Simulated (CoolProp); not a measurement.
R507A along the isobar 10.6 MPa: Z from the reference equation and from simpler models built on Tc = 70.6 °C, pc = 3.705 MPa, ω = 0.286; each cubic takes its own stable root.

Computed with CoolProp (reference Helmholtz-energy equation of state, Lemmon 2003). It is a pseudo-pure fit of the blend.

| T (°C) | phase | reference | van der Waals | Redlich-Kwong | Peng-Robinson |
|---|---|---|---|---|---|
| -15.25 | liquid | 0.3895 | 0.6350 | 0.4552 | 0.3913 |
| 2.05 | liquid | 0.3811 | 0.6131 | 0.4462 | 0.3838 |
| 19.35 | liquid | 0.3761 | 0.5959 | 0.4414 | 0.3810 |
| 36.65 | liquid | 0.3751 | 0.5829 | 0.4412 | 0.3835 |
| 53.95 | liquid | 0.3787 | 0.5741 | 0.4457 | 0.3925 |
| 71.25 | supercritical | 0.3886 | 0.5692 | 0.4559 | 0.4099 |
| 88.55 | supercritical | 0.4077 | 0.5686 | 0.4728 | 0.4388 |
| 105.85 | supercritical | 0.4402 | 0.5726 | 0.4977 | 0.4820 |
| 123.15 | supercritical | 0.4901 | 0.5816 | 0.5314 | 0.5389 |
| 140.35 | supercritical | 0.5538 | 0.5959 | 0.5725 | 0.6018 |
| 157.65 | supercritical | 0.6203 | 0.6157 | 0.6180 | 0.6628 |
| 174.95 | supercritical | 0.6803 | 0.6403 | 0.6632 | 0.7168 |
| 192.25 | supercritical | 0.7317 | 0.6683 | 0.7051 | 0.7630 |
| 209.55 | supercritical | 0.7749 | 0.6975 | 0.7423 | 0.8023 |
| 226.85 | supercritical | 0.8113 | 0.7263 | 0.7748 | 0.8357 |
